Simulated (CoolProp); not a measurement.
A single-stage vapour-compression cycle with the fluid: evaporating at 260.15 K (dew point), condensing at 314.15 K (bubble point), superheat 0 K, subcooling 8 K, compressor efficiency 0.7, no pressure losses. The same conditions are run with several fluids, on thermodynamics alone (safety and materials aside).

The numbers come from the reference Helmholtz-energy equation of state of each fluid (R115: Lemmon 2016; n-butane: Bücker 2006; R125: Lemmon 2005; R1336mzz(E): Akasaka 2023; R236EA: Rui 2013; R1336mzz(Z): McLinden 2020) in CoolProp.

```csv
fluid,cooling COP,pressure ratio,discharge temperature (K),refrigerating effect (kJ/kg),volumetric capacity (kJ/m³)
R115,2.41,?,?,66.0,1480
n-butane,?,6.34,326.6,?,?
R125,2.38,4.73,325.8,?,?
R1336mzz(E),2.70,8.22,316.1,?,333
R236EA,2.74,8.05,317.8,118,366
R1336mzz(Z),2.82,10.5,320.0,130,127
```

Some entries are withheld; supply them.


- R115, pressure ratio: 4.70
- R115, discharge temperature (K): 315.6
- n-butane, cooling COP: 2.85
- n-butane, refrigerating effect (kJ/kg): 288
- n-butane, volumetric capacity (kJ/m³): 488
- R125, refrigerating effect (kJ/kg): 82.8
- R125, volumetric capacity (kJ/m³): 2260
- R1336mzz(E), refrigerating effect (kJ/kg): 107
